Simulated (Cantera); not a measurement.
What does this Cantera script print?

```python
import numpy as np
import cantera as ct

gas = ct.Solution("gri30.yaml", transport_model="multicomponent")
show = ['H', 'OH', 'NH3']

rows = []
print(f"{'T/K':>7s}{'rho':>11s}{'cp':>10s}{'mu':>11s}{'lambda':>11s}{'Pr':>7s}" + "".join(f"{'D_' + s:>11s}" for s in show))
for T in [400, 500, 600, 700, 800, 900, 1000, 1100]:
    gas.TPX = T, 400000, {'N2': 0.76, 'O2': 0.51, 'CO2': 0.7}
    Pr = gas.cp_mass * gas.viscosity / gas.thermal_conductivity
    D = [gas.mix_diff_coeffs_mole[gas.species_index(s)] for s in show]
    rows.append([gas.density, gas.cp_mass, gas.viscosity, gas.thermal_conductivity, Pr, *D])
    print(f"{T:7g}{gas.density:11.4e}{gas.cp_mass:10.1f}{gas.viscosity:11.4e}"
          f"{gas.thermal_conductivity:11.4e}{Pr:7.3f}" + "".join(f"{d:11.4e}" for d in D))
print("SI units: kg/m3, J/kg/K, Pa s, W/m/K, m2/s")
```

Result:

```
    T/K        rho        cp         mu     lambda     Pr        D_H       D_OH      D_NH3
    400 4.1769e+00     972.6 2.2016e-05 3.0152e-02  0.710 4.8475e-05 1.2196e-05 8.5933e-06
    500 3.3415e+00    1017.5 2.6178e-05 3.7301e-02  0.714 7.1906e-05 1.7934e-05 1.3110e-05
    600 2.7846e+00    1057.9 2.9976e-05 4.4252e-02  0.717 9.8725e-05 2.4483e-05 1.8369e-05
    700 2.3868e+00    1094.2 3.3499e-05 5.1032e-02  0.718 1.2869e-04 3.1789e-05 2.4307e-05
    800 2.0885e+00    1126.5 3.6805e-05 5.7643e-02  0.719 1.6161e-04 3.9809e-05 3.0877e-05
    900 1.8564e+00    1155.0 3.9935e-05 6.4068e-02  0.720 1.9735e-04 4.8510e-05 3.8040e-05
   1000 1.6708e+00    1179.8 4.2919e-05 7.0281e-02  0.720 2.3577e-04 5.7863e-05 4.5764e-05
   1100 1.5189e+00    1199.1 4.5778e-05 7.6167e-02  0.721 2.7678e-04 6.7844e-05 5.4023e-05
SI units: kg/m3, J/kg/K, Pa s, W/m/K, m2/s
```

Model: GRI-Mech 3.0 (53 species, 325 reactions), integrated in Cantera.
